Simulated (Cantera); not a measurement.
A Cantera script and its output.

```python
import numpy as np
import cantera as ct

gas = ct.Solution("h2o2.yaml")


def delay(T, t_max=10):
    gas.TPX = T, 35000, {'H2': 1, 'O2': 0.926, 'N2': 4.26}
    reactor = ct.IdealGasReactor(gas, clone=False)
    net = ct.ReactorNet([reactor])
    net.rtol, net.atol = 1e-8, 1e-16
    while net.time < t_max:
        t_old, T_old = net.time, reactor.T
        net.step()
        if reactor.T > T + 400:  # ignition: a rise of 400 K
            return t_old + (T + 400 - T_old) / (reactor.T - T_old) * (net.time - t_old)
    return np.nan


taus = []
for T in [1000, 1100, 1200, 1300, 1400, 1500, 1600, 1700, 1800]:
    taus.append(delay(T))
    print(f"T0 = {T:6g} K   tau = {taus[-1]:.4e} s")
```

Result:

```
T0 =   1000 K   tau = 5.5206e-04 s
T0 =   1100 K   tau = 2.7128e-04 s
T0 =   1200 K   tau = 1.7137e-04 s
T0 =   1300 K   tau = 1.3001e-04 s
T0 =   1400 K   tau = 1.1497e-04 s
T0 =   1500 K   tau = 1.1451e-04 s
T0 =   1600 K   tau = 1.2363e-04 s
T0 =   1700 K   tau = 1.4007e-04 s
T0 =   1800 K   tau = 1.6282e-04 s
```

Cantera simulation using the H2/O2 subset of GRI-Mech 3.0, which has no nitrogen chemistry; the numbers are that mechanism's predictions, not measurements. Where the delays flatten at high temperature, the 400 K rule measures the pace of heat release, not the induction time.
